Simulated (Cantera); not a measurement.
## Thermodynamics of fluorocarbon and chlorocarbon gases, feed CHF3 + H2

A closed system holds: 1 mol CHF3, 4.4 mol H2, at 0.00133 bar.

Cantera equilibrium calculation (NASA polynomials, part measured and part estimated; ideal gas, pure solids and liquids). Candidate condensed phases: C, C6H6, C7H8, C8H18; 110 gas species. Ions and electrons are included (thermal ionisation). Kinetics and transport are ignored.

```csv
T (K),log p H,log p H2,log p HF,log p F,log p C,log p C3,log p C2,n C(graphite)
2000,-4.37,-3.17,-3.21,-7.80,-10.52,-10.56,-11.63,0.995
2250,-3.75,-3.24,-3.23,-6.74,-8.44,-8.19,-9.24,0.980
2500,-3.33,-3.46,-3.29,-5.84,-6.78,-6.30,-7.34,0.941
2750,-3.13,-3.92,-3.37,-5.00,-5.42,-4.77,-5.79,0.512
3000,-3.06,-4.53,-3.49,-4.24,-4.64,-4.55,-5.20,0
3250,-3.04,-5.09,-3.80,-3.77,-4.20,-5.02,-5.14,0
3500,-3.03,-5.60,-4.30,-3.60,-4.05,-6.09,-5.52,0
3750,-3.03,-6.05,-4.85,-3.56,-4.02,-7.35,-6.08,0
4000,-3.02,-6.45,-5.36,-3.54,-4.02,-8.51,-6.61,0
4250,-3.02,-6.81,-5.81,-3.54,-4.02,-9.54,-7.08,0
4500,-3.02,-7.13,-6.22,-3.54,-4.02,-10.45,-7.49,0
4750,-3.02,-7.41,-6.59,-3.54,-4.02,-11.28,-7.87,0
5000,-3.02,-7.66,-6.92,-3.54,-4.02,-12.02,-8.21,0
```
log p: log10 of the partial pressure in bar; n: condensed amount in mol.

From 2000 K to 2750 K the condensed part is C(graphite). From 3000 K to 5000 K nothing is condensed. The main C-bearing gas is C2H2 (acetylene) at 2000 K and C at 5000 K.
